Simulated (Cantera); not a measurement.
A Cantera script and what it prints.

```python
import numpy as np
import cantera as ct

gas_names = """
    B BF BF2 BF3 BH BHF2 BH2 BH3 BN B2 F F2 H HF H2 H2F2 H3F3 H4F4 H5F5 H6F6 H7F7 N NF NF2 NF3 NH NH2
    NH3 N2 N2H2 N2H4
""".split()
cond_names = """
    B(b) B(L) BN(s)
""".split()


# ... load() reads the species with a 1 bar reference pressure and builds the phases ...
atoms = {
    'BN': {'B': 1, 'N': 1},
    'NF3': {'N': 1, 'F': 3},
    'H2': {'H': 2},
}
top_T = {'BN(s)': 3200}  # K; cautious upper limits of use, not melting points


# ... equilibrate(T, P, feed) seeds the gas with the atoms and calls Mixture.equilibrate('TP', solver="vcs", rtol=1e-11, max_steps=5000) ...
results = []
feed = {'BN': 1, 'NF3': 2.9, 'H2': 74}  # mol
T = 1973.15  # K
P = 100000  # Pa
mix = equilibrate(T, P, feed)
results.append((T, P, feed, dict(zip(mix.species_names, mix.species_moles))))
x = sorted(zip(gas.X, gas.species_names), reverse=True)
print(f"T = {T:g} K  P = {P:g} Pa  gas = {mix.phase_moles(0):.4g} mol")
print("   x: " + "  ".join(f"{s} {v:.3e}" for v, s in x if v > 0.0001))
print("   condensed (mol): " + ("  ".join(f"{mix.phase(i).name} {mix.phase_moles(i):.4g}"
      for i in range(1, mix.n_phases) if mix.phase_moles(i) > 1e-12) or "none"))
```

It prints:

```
T = 1973.15 K  P = 100000 Pa  gas = 79.9 mol
   x: H2 8.881e-01  HF 7.367e-02  N2 2.440e-02  BF3 1.028e-02  H 1.273e-03  BF2 1.167e-03  BHF2 9.738e-04
   condensed (mol): none
```

Equilibrium computed with Cantera from the NASA thermochemical tables; the gas is ideal and each condensed phase is pure. The tables' values for BF2 are old estimates; treat these amounts as uncertain.
